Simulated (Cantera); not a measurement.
# C3H6 + NH3 + H2 + CO2 (carbon deposition, reforming and gasification)

Charge: 1 mol C3H6, 1.6 mol NH3, 61 mol H2, 0.049 mol CO2, equilibrated at 23300 Torr.

Equilibrium computed with Cantera from the NASA thermochemical tables; the gas is ideal and each condensed phase is pure. Candidate condensed phases: C, C6H6, C7H8, C8H18, H2O; 136 gas species. The ideal-gas law is rough above about 30 bar. Equilibrium is a limit: real reactors are often held back by kinetics, nucleation or transport.

| T (K) | log p H2 | log p CH4 | log p C2H2 (acetylene) | log p N2 | log p HCN | log p H | log p CO | n C(graphite) |
|---|---|---|---|---|---|---|---|---|
| 1950 | 1.48 | -0.36 | -1.78 | -0.45 | -1.41 | -2.20 | -1.34 | 1.83 |
| 2050 | 1.48 | -0.47 | -1.49 | -0.47 | -1.24 | -1.90 | -1.34 | 1.93 |
| 2150 | 1.48 | -0.57 | -1.23 | -0.48 | -1.10 | -1.64 | -1.34 | 1.90 |
| 2250 | 1.48 | -0.67 | -1.00 | -0.51 | -0.97 | -1.39 | -1.34 | 1.76 |
| 2350 | 1.48 | -0.75 | -0.78 | -0.53 | -0.85 | -1.16 | -1.34 | 1.47 |
| 2450 | 1.48 | -0.84 | -0.58 | -0.57 | -0.75 | -0.96 | -1.34 | 1.01 |
| 2550 | 1.47 | -0.91 | -0.40 | -0.61 | -0.66 | -0.77 | -1.34 | 0.351 |
log p: log10 of the partial pressure in bar; n: condensed amount in mol.

From 1950 K to 2550 K the condensed part is C(graphite). The main C-bearing gas is CH4 at 1950 K and C2H2 (acetylene) at 2550 K. The share of C in condensed phases is highest at 2050 K (63.1 %) and lowest at 2550 K (11.5 %).
